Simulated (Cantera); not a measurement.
A closed system holds: 1 mol CO, a varied amount of CO₂, at 2377 °C and 2100 Torr.

Cantera equilibrium calculation (NASA polynomials, part measured and part estimated; ideal gas, pure solids and liquids). Candidate condensed phases: C; 12 gas species. Rates play no part.

x: gas mole fraction; nothing condenses.

```
n(CO₂) (mol)   x CO   x CO₂      x O₂       x O    x O₃
------------  -----  ------  --------  --------  ------
0.061         0.943  0.0574   8.05e-6   4.94e-5  <1e-12
0.099         0.910  0.0900   2.12e-5   8.01e-5  <1e-12
0.16          0.862   0.138   5.53e-5  0.000129  <1e-12
0.26          0.794   0.206  0.000146  0.000210     ___
0.42          0.705   0.294  0.000379  0.000339     ___
0.69          0.593   0.405   0.00101  0.000553     ___
1.1           0.480   0.516   0.00250  0.000871     ___
1.8           0.368   0.624   0.00623   0.00137     ___
2.9           0.281   0.703    0.0135   0.00202     ___
```

### Question
Fill in the missing entries.

### Answer

- 0.26, x O₃: 1.63e-12
- 0.42, x O₃: 6.81e-12
- 0.69, x O₃: 2.97e-11
- 1.1, x O₃: 1.16e-10
- 1.8, x O₃: 4.55e-10
- 2.9, x O₃: 1.45e-9
